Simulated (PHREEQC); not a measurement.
Solution (20 °C): 77 mmol/kgw KCl. Closed to the air; pH follows from the charge balance.

Model: ion-association model, phreeqc.dat, run in PHREEQC.

```json
{
  "ionic_strength": "0.0770 mol/kgw",
  "specific_conductance": "8710 µS/cm",
  "density": "1.002 g/cm³"
}
```

```json
[
 {"species": "Cl-", "molality": "0.0770", "activity": "0.0606", "log γ": "-0.104"},
 {"species": "K+", "molality": "0.0770", "activity": "0.0604", "log γ": "-0.105"},
 {"species": "H+", "molality": "1.02e-7", "activity": "8.55e-8", "log γ": "-0.077"},
 {"species": "OH-", "molality": "1.02e-7", "activity": "7.99e-8", "log γ": "-0.106"}
]
```

This is a speciation only: nothing precipitates in the calculation. Species that the database lacks are ignored.
